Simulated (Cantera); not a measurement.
Transport properties of process gases

Gas mixture: 100 % C₂H₆, at 0.0130 bar, frozen composition.

Cantera's kinetic-theory transport with the Lennard-Jones parameters of GRI-Mech 3.0, ideal gas; thermal conductivity in the multicomponent form. The composition is frozen, though it would react at the higher temperatures.

| T (K) | ρ (kg/m³) | cp (J/kg/K) | μ (µPa s) | λ (mW/m/K) | Pr | D (cm²/s) H₂O | D (cm²/s) CH₄ | D (cm²/s) N₂ |
|---|---|---|---|---|---|---|---|---|
| 400 | 0.0118 | 2167 | 12.3 | 35.5 | 0.752 | 20.6 | 21.0 | 19.5 |
| 650 | 0.00723 | 3147 | 18.6 | 77.7 | 0.753 | 52.7 | 50.0 | 45.8 |
| 900 | 0.00522 | 3837 | 23.8 | 122 | 0.752 | 96.0 | 87.7 | 79.8 |
| 1150 | 0.00409 | 4365 | 28.4 | 165 | 0.750 | 149 | 133 | 121 |
| 1400 | 0.00336 | 4736 | 32.6 | 206 | 0.748 | 210 | 185 | 168 |
| 1650 | 0.00285 | 5004 | 36.4 | 244 | 0.747 | 279 | 244 | 221 |
| 1900 | 0.00247 | 5196 | 40.0 | 279 | 0.745 | 356 | 309 | 279 |
| 2150 | 0.00219 | 5336 | 43.4 | 311 | 0.744 | 439 | 380 | 343 |
D: mixture-averaged diffusion coefficient of that species in the mixture.
